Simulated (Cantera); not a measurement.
Feed: 1 mol C6H6, 0.55 mol H2, held at 1.90 bar.

Cantera equilibrium calculation (NASA polynomials, part measured and part estimated; ideal gas, pure solids and liquids). Candidate condensed phases: C, C6H6, C7H8, C8H18; 76 gas species. Equilibrium is a limit: real reactors are often held back by kinetics, nucleation or transport. All values below are at 2273 K.

Base state: H2 0.990, H 0.00606, C2H2 (acetylene) 0.00373, CH4 0.000420, CH3 4.86e-5, C2H4 1.24e-5 (mole fractions); condensed: C(graphite).

Q: What changes in the equilibrium state with this change: pressure from 1.90 bar to 1.00 bar?

A: 
```json
[
 {"species": "H2", "before": "0.990", "after": "0.988"},
 {"species": "H", "before": "0.00606", "after": "0.00835"},
 {"species": "C2H2 (acetylene)", "before": "0.00373", "after": "0.00372"},
 {"species": "CH4", "before": "0.000420", "after": "0.000220"},
 {"species": "C2H4", "before": "1.24e-5", "after": "6.49e-6"},
 {"species": "CH3", "before": "4.86e-5", "after": "3.52e-5"},
 {"species": "C(graphite), mol", "before": "5.97", "after": "5.97"}
]
```
